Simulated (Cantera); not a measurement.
Charge: 1 mol B2H6, a varied amount of NH3, 110 mol H2, held at 1250 K and 7.50 Torr.

Cantera equilibrium calculation (NASA polynomials, part measured and part estimated; ideal gas, pure solids and liquids). Candidate condensed phases: B, BN; 15 gas species. The feed counts by its element totals alone. Mutual solubility and eutectic melting of coexisting phases are not modelled. Rates play no part.

Which condensed phases are stable at each of these points (n(NH3) (mol)): 0.11, 0.18, 0.29, 0.47, 0.78, 1.3, 2.1?


```json
[
 {"n(NH3) (mol)": "0.11", "condensed phases": "B(s) + BN(s)", "B condensed (%)": "100.0"},
 {"n(NH3) (mol)": "0.18", "condensed phases": "B(s) + BN(s)", "B condensed (%)": "100.0"},
 {"n(NH3) (mol)": "0.29", "condensed phases": "B(s) + BN(s)", "B condensed (%)": "100.0"},
 {"n(NH3) (mol)": "0.47", "condensed phases": "B(s) + BN(s)", "B condensed (%)": "100.0"},
 {"n(NH3) (mol)": "0.78", "condensed phases": "B(s) + BN(s)", "B condensed (%)": "100.0"},
 {"n(NH3) (mol)": "1.3", "condensed phases": "B(s) + BN(s)", "B condensed (%)": "100.0"},
 {"n(NH3) (mol)": "2.1", "condensed phases": "BN(s)", "B condensed (%)": "100.0"}
]
```

From 0.11 mol NH3 to 1.3 mol NH3 the condensed part is B(s) + BN(s). At 2.1 mol NH3 the condensed part is BN(s).
